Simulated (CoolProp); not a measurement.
Model: reference Helmholtz-energy equation of state, Lemmon 2013, in CoolProp.

### Question
Give the vapour pressure (MPa), vapour Z, surface tension (mN/m), vapour viscosity (µPa s) of saturated propylene at -5.85, 17.95, 23.85 °C.

### Answer
```json
[
 {"T (°C)": "-5.85", "p (MPa)": "0.489", "vapour Z": "0.892", "surface tension (mN/m)": "11.0", "vapour viscosity (µPa s)": "7.61"},
 {"T (°C)": "17.95", "p (MPa)": "0.964", "vapour Z": "0.827", "surface tension (mN/m)": "7.84", "vapour viscosity (µPa s)": "8.56"},
 {"T (°C)": "23.85", "p (MPa)": "1.12", "vapour Z": "0.808", "surface tension (mN/m)": "7.10", "vapour viscosity (µPa s)": "8.84"}
]
```

Viscosity comes from a separate model (Huber 2003), an estimate that may be off by 10 % or more. Surface tension comes from a separate correlation (Mulero 2012).
